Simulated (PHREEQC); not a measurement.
Make-up at 45 °C: 0.1 mol/kgw NH4HSO4, 0.053 mol/kgw H3BO3 and 0.0017 mol/kgw Na2CO3. Closed to the air; pH follows from the charge balance.

All values are PHREEQC results (ion-association model, phreeqc.dat), not measurements.

**Question.** The ionic strength comes out as 0.162 mol/kgw. What activity coefficients do NH4SO4-, NaSO4-, HSO4-, SO4-2, NH4+ get?

**Answer.** NH4SO4- 0.75, NaSO4- 0.75, HSO4- 0.75, SO4-2 0.30, NH4+ 0.69.

No solid was allowed to form. Species that the database lacks are ignored. Constants without temperature data keep their 25 °C values here.
